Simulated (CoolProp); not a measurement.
The numbers come from the reference Helmholtz-energy equation of state, Lemmon 2006 in CoolProp. It is a short technical equation, of lower accuracy than the large ones.

Give the vapour pressure (kPa), liquid density (kg/m³), vapour density (kg/m³), enthalpy of vaporisation (kJ/kg) of saturated hydrogen sulfide at 258.9, 265.1, 280.3 K.


```csv
T (K),p (kPa),liquid density (kg/m³),vapour density (kg/m³),enthalpy of vaporisation (kJ/kg)
258.9,663,863,11.5,486
265.1,809,850,13.9,476
280.3,1270,817,21.3,450
```
